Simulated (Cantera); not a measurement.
An isothermal, constant-pressure homogeneous reactor starts with CH4 : N2 = 1 : 2.3 (molar parts), at 1850 K and 29.0 Pa.

Detailed kinetics in Cantera: GRI-Mech 3.0 (53 species, 325 reactions). GRI-Mech 3.0 stops at C3 and has no aromatics, soot or wall deposition, so with more carbon than oxygen in the feed, carbon stays in small species such as C2H2 where larger ones or solid carbon would form. Radical loss at walls, strong at low pressure, is not modelled.

Predict: x(CH4) at 1.00 s; x(C2H6) at 1.00 s; x(H) at 1.00 s; x(HCN) at 1.00 s; x(C2H4) at 1.00 s; x(CH2) at 1.00 s.


- x(CH4) at 1.00 s: 0.126 (gas-phase equilibrium 5.62e-7)
- x(C2H6) at 1.00 s: 1.99e-5 (gas-phase equilibrium <1e-12)
- x(H) at 1.00 s: 0.000594 (gas-phase equilibrium 0.0185)
- x(HCN) at 1.00 s: 6.54e-7 (gas-phase equilibrium 0.108)
- x(C2H4) at 1.00 s: 0.00785 (gas-phase equilibrium 9.88e-8)
- x(CH2) at 1.00 s: 1.24e-5 (gas-phase equilibrium 3.98e-8)
